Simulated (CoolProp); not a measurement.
A single-stage vapour-compression cycle with R410A: evaporating at 248.15 K (dew point), condensing at 278.15 K (bubble point), superheat 0 K, subcooling 5 K, compressor efficiency 0.6, no pressure losses. Each further row changes one setting.

Model: reference Helmholtz-energy equation of state, Lemmon 2003, in CoolProp. It is a pseudo-pure fit of the blend.

```
case                              cooling COP  pressure ratio  discharge temperature (K)  refrigerating effect (kJ/kg)  volumetric capacity (kJ/m³)
--------------------------------  -----------  --------------  -------------------------  ----------------------------  ---------------------------
as stated                                4.44            2.84                      313.5                           212                         2710
evaporating temperature 253.15 K         5.54            2.34                          …                           214                            …
condensing temperature 273.15 K          5.46               …                      303.4                           220                         2810
subcooling 10 K                             …            2.84                      313.5                           220                         2810
superheat 10 K                           4.38            2.84                      325.8                           221                            …
compressor efficiency 0.5                3.70            2.84                      323.3                           212                         2710
```

### Question
Complete the blanks.

### Answer

- evaporating temperature 253.15 K, discharge temperature (K): 306.5
- evaporating temperature 253.15 K, volumetric capacity (kJ/m³): 3300
- condensing temperature 273.15 K, pressure ratio: 2.43
- subcooling 10 K, cooling COP: 4.60
- superheat 10 K, volumetric capacity (kJ/m³): 2670
